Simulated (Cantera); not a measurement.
A closed system holds: 1 mol B₂O₃, 7.9 mol H₂O, 4.1 mol H₂, at 1.00 bar.

These are equilibrium values from Cantera (NASA tables, ideal gas, pure condensed phases), not measurements of a reactor. Candidate condensed phases: B, B₂O₃, B₃O₃H₃, H₂O; 23 gas species. Gases not in the tables: H₃BO₃. Kinetics and transport are ignored.

Task: At 1352 °C, list the 4 most abundant gas species with their mole fractions, and the condensed phases.

Result: H₂O 0.613, H₂ 0.333, HBO₂ 0.0524, (HBO₂)₃ 0.00165. Condensed: B₂O₃(l).
